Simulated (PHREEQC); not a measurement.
Make-up at 60 °C: 0.0017 mol/kgw HF, 0.00046 mol/kgw NH3 and 0.25 mol/kgw LiCl. Closed to the air; pH follows from the charge balance.

Model: ion-association model, wateq4f.dat, run in PHREEQC.

| quantity | before | after |
|---|---|---|
| pH | 3.40 | 3.44 |
| ionic strength (mol/kgw) | 0.251 | 0.000837 |
| NH3 (mol/kgw) | 4.29e-9 | 6.29e-9 |

### Question
What was changed between the two runs?
A) temperature from 60 to 40 °C
B) LiCl from 0.25 to 0.275 mol/kgw
C) NH3 replaced by (NH4)2SiF6 at the same molality
D) LiCl left out
E) diluted 10-fold with water

### Answer
D, LiCl left out

Precipitation was switched off in this run. At this temperature some constants are extrapolated from 25 °C, and those without enthalpy data are left unchanged.
